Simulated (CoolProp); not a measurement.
CH2F2 (R32) along the isotherm 93.65 °C: Z from the reference equation and from simpler models built on Tc = 78.1 °C, pc = 5.783 MPa, ω = 0.277; each cubic takes its own stable root.

Model: reference Helmholtz-energy equation of state, Tillner-Roth 1997, in CoolProp.

| p (MPa) | phase | reference | van der Waals | Redlich-Kwong | Peng-Robinson |
|---|---|---|---|---|---|
| 4.13 | gas | 0.7259 | 0.7645 | 0.7461 | 0.7316 |
| 8.26 | supercritical | 0.2737 | 0.3667 | 0.3400 | 0.3431 |
| 12.4 | supercritical | 0.2988 | 0.4597 | 0.3902 | 0.3650 |
| 16.5 | supercritical | 0.3637 | 0.5673 | 0.4688 | 0.4323 |
| 20.7 | supercritical | 0.4320 | 0.6773 | 0.5507 | 0.5046 |
| 24.8 | supercritical | 0.4981 | 0.7834 | 0.6297 | 0.5749 |
| 28.9 | supercritical | 0.5632 | 0.8879 | 0.7075 | 0.6443 |
| 33 | supercritical | 0.6273 | 0.9910 | 0.7840 | 0.7128 |
| 37.2 | supercritical | 0.6919 | 1.095 | 0.8611 | 0.7820 |
| 41.3 | supercritical | 0.7542 | 1.196 | 0.9354 | 0.8487 |
| 45.4 | supercritical | 0.8156 | 1.296 | 1.009 | 0.9146 |
| 49.6 | supercritical | 0.8778 | 1.397 | 1.083 | 0.9814 |
| 53.7 | supercritical | 0.9378 | 1.495 | 1.155 | 1.046 |
| 57.8 | supercritical | 0.9972 | 1.593 | 1.226 | 1.110 |
